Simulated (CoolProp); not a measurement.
The fluid at 293.15 K and 0.0369 MPa is throttled through a valve to 0.0174 MPa with no heat exchange. The same conditions are run with several fluids, on thermodynamics alone (safety and materials aside).

The numbers come from the reference Helmholtz-energy equation of state of each fluid (R236EA: Rui 2013; oxygen: Schmidt 1985; neopentane: Lemmon 2006; R114: Platzer 1990; n-butane: Bücker 2006) in CoolProp. The equations of Platzer and Polt are older, rougher fits.

```json
[
 {"fluid": "R236EA", "temperature change (K)": "-0.5", "final density (kg/m³)": "1.09"},
 {"fluid": "oxygen", "temperature change (K)": "-0.1", "final density (kg/m³)": "0.229"},
 {"fluid": "neopentane", "temperature change (K)": "-0.5", "final density (kg/m³)": "0.519"},
 {"fluid": "R114", "temperature change (K)": "-0.4", "final density (kg/m³)": "1.23"},
 {"fluid": "n-butane", "temperature change (K)": "-0.5", "final density (kg/m³)": "0.418"}
]
```
